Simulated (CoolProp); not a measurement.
A simple Rankine cycle with R245ca: condensing at 299.15 K, boiler at 3.27 MPa, turbine inlet 449 K, turbine efficiency 0.9, pump efficiency 0.8, no recuperator. Each further row changes one setting.

The numbers come from the reference Helmholtz-energy equation of state, Zhou 2016 in CoolProp.

| case | thermal efficiency (%) | net work (kJ/kg) | heat in (kJ/kg) | turbine exit temperature (K) | volume ratio over the turbine |
|---|---|---|---|---|---|
| as stated | [?] | 61.7 | 316 | [?] | [?] |
| condensing temperature 291.15 K | 20.7 | [?] | 327 | 344.9 | 53.4 |
| boiler pressure 2.29 MPa | 18.3 | 61.2 | [?] | [?] | 23.3 |
| turbine efficiency 0.8 | 17.3 | 54.6 | 316 | 358.2 | 40.2 |

Q: Complete the blanks.

A: 
- as stated, thermal efficiency (%): 19.6
- as stated, turbine exit temperature (K): 351.2
- as stated, volume ratio over the turbine: 39.4
- condensing temperature 291.15 K, net work (kJ/kg): 67.7
- boiler pressure 2.29 MPa, heat in (kJ/kg): 335
- boiler pressure 2.29 MPa, turbine exit temperature (K): 370.4
